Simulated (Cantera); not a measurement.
Feed: 1 mol CaO, 7.5 mol F₂, 0.72 mol H₂, equilibrated at 0.0133 bar.

These are equilibrium values from Cantera (NASA tables, ideal gas, pure condensed phases), not measurements of a reactor. Candidate condensed phases: Ca, CaF₂, CaO, Ca(OH)₂, H₂O; 29 gas species. Rates play no part. All values below are at 1350 K.

Base state: F 0.850, HF 0.107, O₂ 0.0372, F₂ 0.00572 (mole fractions); condensed: CaF₂(s).

Question: What changes in the equilibrium state with this change: F₂ from 7.5 to 1.3 mol?

Answer: 
```tsv
species	before	after
HF	0.107	0.458
H₂O	<1e-9	0.321
O₂	0.0372	0.221
F	0.850	7.11e-8
F₂	0.00572	<1e-9
OH	<1e-9	9.79e-5
CaF₂(s), mol	1.000	1.000
```
